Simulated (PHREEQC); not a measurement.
Na2CO3 is added in steps, without added water, to 1 kg of water holding 0.0053 mol HCl and 0.0017 mol CuCl2, at 25 °C. Oxygen alone is held at its pressure in air (log pO2 = -0.68). The system is closed to CO2. Only these solids could form: Cu(OH)2, Malachite, Atacamite, Halite, Nahcolite, Natron.

Base run: PHREEQC, ion-association model, wateq4f.dat. Each further column changes one thing. The table gives pH.

| Na2CO3 added (mol) | base | CuCl2 replaced by FeCl3 at the same molality | CuCl2 replaced by SrCl2 at the same molality | diluted 2-fold with water | no solid may form |
|---|---|---|---|---|---|
| 0 | 2.32 | 2.26 | 2.32 | 2.61 | 2.32 |
| 0.0026 | 3.97 | 2.85 | 3.99 | ? | 3.97 |
| 0.0052 | 6.12 | 4.36 | 6.85 | 9.65 | 6.68 |
| 0.0065 | 6.80 | 6.12 | 7.43 | 9.79 | 7.20 |
| 0.0091 | 9.33 | 7.07 | 9.67 | 10.09 | 8.92 |
| 0.0117 | 9.78 | 9.15 | 9.98 | 10.24 | 9.60 |
| 0.0143 | 9.93 | 9.59 | ? | 10.34 | ? |
| 0.0169 | 9.98 | 9.79 | 10.24 | 10.42 | 9.98 |
| 0.0195 | 10.06 | 9.91 | ? | 10.47 | 10.07 |
| 0.0208 | 10.10 | 9.96 | 10.35 | 10.50 | 10.11 |
| 0.0234 | 10.16 | 10.04 | 10.41 | 10.54 | ? |
| 0.026 | 10.22 | 10.10 | 10.45 | 10.58 | 10.23 |

Q: Some entries are withheld; supply them.

A: 
- 0.0026, diluted 2-fold with water: 6.15
- 0.0143, CuCl2 replaced by SrCl2 at the same molality: 10.14
- 0.0143, no solid may form: 9.84
- 0.0195, CuCl2 replaced by SrCl2 at the same molality: 10.32
- 0.0234, no solid may form: 10.18

The database's constant for dissolved Cu(OH)2 is higher than later reviews accept.  In at least one series the solution becomes supersaturated in solids that the run did not let form, among them Cu(OH)2, Malachite, Atacamite. Solids allowed in the column 'CuCl2 replaced by FeCl3 at the same molality': Fe(OH)3(a), Halite, Nahcolite, Natron. Solids allowed in the column 'CuCl2 replaced by SrCl2 at the same molality': Strontianite, Halite, Nahcolite, Natron.
